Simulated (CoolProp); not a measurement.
Benzene at 298.15 K and 0.00408 MPa is throttled through a valve to 0.000437 MPa with no heat exchange. Each further row changes one setting.

The numbers come from the reference Helmholtz-energy equation of state, Thol 2012 in CoolProp.

```tsv
case	final density (kg/m³)
as stated	0.0138
outlet pressure 0.000131 MPa	0.00413
outlet pressure 0.000568 MPa	0.0179
```
